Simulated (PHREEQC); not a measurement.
Solution (25 °C): 0.017 mol LiOH and 0.2 mol H2SO4 per kg of water. Closed to the air; pH follows from the charge balance.

All values are PHREEQC results (ion-association model, phreeqc.dat), not measurements.

Precipitation was switched off in this run.

Problem. Predict the pH.

Solution. pH 0.78.

Problem. In which forms is Li present?

Solution. Li+ 97 %, LiSO4- 3.3 % of the Li.
